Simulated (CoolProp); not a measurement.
Vapour-liquid equilibrium of R21 (1) + ethanol (2) at 401.4 K; x and y are mole fractions of (1).

The numbers come from the multi-fluid Helmholtz-energy mixture model, Platzer 1990 and Schroeder 2014; pair parameters Bell 2016 in CoolProp. This equation is an older, rougher fit; its heat capacities, sound speeds and derivatives of the liquid may be far off and weren't checked against measurements.

| x | bubble pressure (MPa) | y at the bubble point | dew pressure at overall composition x (MPa) | liquid density (mol/L) |
|---|---|---|---|---|
| 0.05 | 1.072 | 0.478 | 0.5759 | 14.45 |
| 0.2 | 1.922 | 0.707 | 0.6897 | 13.50 |
| 0.35 | 2.141 | 0.741 | 0.8553 | 12.56 |
| 0.5 | 2.201 | 0.752 | 1.121 | 11.71 |
| 0.65 | 2.268 | 0.774 | 1.613 | 11.00 |
| 0.8 | 2.340 | 0.828 | 2.313 | 10.50 |
| 0.95 | 2.333 | 0.941 | 2.327 | 10.26 |

y crosses x between x = 0.8 and 0.95: the model has an azeotrope there.

Pair parameters are fitted to limited data, so mixtures are less certain than the pure fluids. With so large a gap from Raoult's law the liquid may split in two, which this calculation doesn't test in full.
